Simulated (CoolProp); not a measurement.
Carbonyl sulfide at several states: density (kg/m³) from the reference equation and from simpler models built on Tc = 105.6 °C, pc = 6369 kPa, ω = 0.098; each cubic takes its own stable root.

The numbers come from the reference Helmholtz-energy equation of state, Lemmon 2006 in CoolProp. It is a short technical equation, of lower accuracy than the large ones.

| T (°C) | p (kPa) | phase | reference |
|---|---|---|---|
| -8.95 | 26000 | liquid | 1132 |
| 195.95 | 11100 | supercritical | 253.2 |
| 338.35 | 86.1 | gas | 1.018 |

### Question
How far does each simpler model (van der Waals, Redlich-Kwong, Soave-Redlich-Kwong, Peng-Robinson) lie from the reference over these 3 states: mean and median of the absolute difference, and the worst?

### Answer
- van der Waals: mean 13.5 %, median 8.1 %, worst -32.2 % at -8.95 °C and 26000 kPa
- Redlich-Kwong: mean 1.7 %, median 0.5 %, worst -4.7 % at -8.95 °C and 26000 kPa
- Soave-Redlich-Kwong: mean 2.6 %, median 3.8 %, worst -4.2 % at -8.95 °C and 26000 kPa
- Peng-Robinson: mean 3.0 %, median 1.4 %, worst +7.7 % at -8.95 °C and 26000 kPa
